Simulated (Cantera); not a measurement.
Input (Python, Cantera) and output of one run.

```python
import numpy as np
import cantera as ct

gas_names = """
    O CrO3 N O3 NO
""".split()
cond_names = """
    Cr2N(s)
""".split()


def load(file, names, dense=False):
    # The tables refer to 1 bar. Condensed volumes are neglected.
    table = {s.name: s for s in ct.Species.list_from_file(file)}
    out = []
    for n in names:
        d = dict(table[n].input_data)
        d["thermo"] = dict(d["thermo"], **{"reference-pressure": 1e5})
        if dense:
            d["equation-of-state"] = {"model": "constant-volume", "density": "1e6 g/cm^3"}
        out.append(ct.Species.from_dict(d))
    return out


species = {s.name: s for s in load("nasa_gas.yaml", gas_names) + load("nasa_condensed.yaml", cond_names)}
# Each term lists the table entries of one substance; the one whose range holds T is used.
reactions = {
    'Cr2N + 6 O(g) = 2 CrO3(g) + N(g)':
        [(-1, ['Cr2N(s)']), (-6, ['O']), (2, ['CrO3']), (1, ['N'])],
    '7 O3(g) + 3 Cr2N = 6 CrO3(g) + 3 NO(g)':
        [(-7, ['O3']), (-3, ['Cr2N(s)']), (6, ['CrO3']), (3, ['NO'])],
}


def pick(names, T):
    return next(species[n] for n in names if species[n].thermo.min_temp <= T <= species[n].thermo.max_temp)


results = []
for label, terms in reactions.items():
    print(label)
    print("     T/K   dH/kJ  dS/(J/K)   dG/kJ   log10 K")
    for T in [573, 723, 873, 1023, 1173, 1323, 1473, 1623]:
        used = [(nu, pick(names, T)) for nu, names in terms]
        dH = sum(nu * s.thermo.h(T) for nu, s in used) / 1e6
        dS = sum(nu * s.thermo.s(T) for nu, s in used) / 1e3
        dG = dH - T * dS / 1e3
        logK = -dG * 1e6 / (ct.gas_constant * T * np.log(10))
        results.append((label, T, dH, dS, dG, logK, [s.name for _, s in used]))
        print(f"{T:8g} {dH:8.1f} {dS:8.1f} {dG:8.1f} {logK:8.2f}")
```

It prints:

```
Cr2N + 6 O(g) = 2 CrO3(g) + N(g)
     T/K   dH/kJ  dS/(J/K)   dG/kJ   log10 K
     573  -1496.7   -379.9  -1279.0   116.59
     723  -1502.5   -389.0  -1221.3    88.23
     873  -1508.1   -395.9  -1162.4    69.55
    1023  -1513.6   -401.8  -1102.6    56.30
    1173  -1519.5   -407.2  -1041.9    46.40
    1323  -1525.7   -412.2   -980.4    38.71
    1473  -1532.4   -416.9   -918.3    32.56
    1623  -1539.5   -421.5   -855.4    27.53
7 O3(g) + 3 Cr2N = 6 CrO3(g) + 3 NO(g)
     T/K   dH/kJ  dS/(J/K)   dG/kJ   log10 K
     573  -2114.5    326.4  -2301.5   209.80
     723  -2124.3    311.3  -2349.3   169.73
     873  -2135.2    297.5  -2394.9   143.30
    1023  -2147.8    284.2  -2438.6   124.51
    1173  -2161.3    271.9  -2480.3   110.45
    1323  -2176.2    260.0  -2520.2    99.50
    1473  -2193.6    247.6  -2558.2    90.72
    1623  -2214.3    234.2  -2594.4    83.50
```

Standard-state values (1 bar) from the NASA 1993 polynomials, evaluated with Cantera. Condensed species are held in their standard states even where they would react or evaporate.
